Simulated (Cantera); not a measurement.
A perfectly stirred reactor is fed with 21.3 % H2, 78.7 % O2, at 0.0132 atm; it is held at 1200 K, and followed from long to short residence time.

Detailed kinetics in Cantera: the H2/O2 subset of GRI-Mech 3.0, which has no nitrogen chemistry. Radical loss at walls, strong at low pressure, is not modelled. The temperature is held fixed by assumption; the heat of reaction is taken as removed at once.

x: mole fraction; the columns are a selection and need not sum to one.

| τ (s) | x H2 | x O2 | x OH | x HO2 | x H | x H2O2 | x O |
|---|---|---|---|---|---|---|---|
| 1.1 | 0.000688 | 0.759 | 0.00226 | 5.09e-6 | 0.000526 | [?] | 0.00276 |
| 0.50 | 0.00113 | 0.757 | 0.00293 | 6.38e-6 | 0.00115 | [?] | 0.00462 |
| 0.22 | 0.00189 | 0.753 | 0.00384 | 7.68e-6 | 0.00255 | 4.16e-7 | 0.00782 |
| 0.097 | 0.00310 | 0.747 | 0.00498 | 8.77e-6 | 0.00555 | 4.49e-7 | 0.0130 |
| 0.043 | 0.00497 | 0.738 | 0.00636 | 9.52e-6 | 0.0116 | 4.59e-7 | 0.0209 |
| 0.019 | 0.00773 | 0.724 | 0.00789 | 9.78e-6 | 0.0224 | 4.45e-7 | 0.0320 |
| 0.0084 | 0.0115 | 0.708 | 0.00938 | 9.58e-6 | 0.0381 | 4.17e-7 | 0.0444 |
| 0.0037 | 0.0169 | 0.695 | 0.0107 | 9.13e-6 | 0.0543 | 4.03e-7 | 0.0537 |
| 0.0016 | 0.0260 | 0.690 | 0.0120 | 8.65e-6 | 0.0654 | 4.24e-7 | 0.0557 |
| 0.00072 | 0.0422 | 0.695 | 0.0131 | 8.13e-6 | 0.0679 | [?] | 0.0503 |

Problem. What belongs in the gaps?

Solution. 
- 1.1, x H2O2: 3.14e-7
- 0.50, x H2O2: 3.67e-7
- 0.00072, x H2O2: 4.70e-7
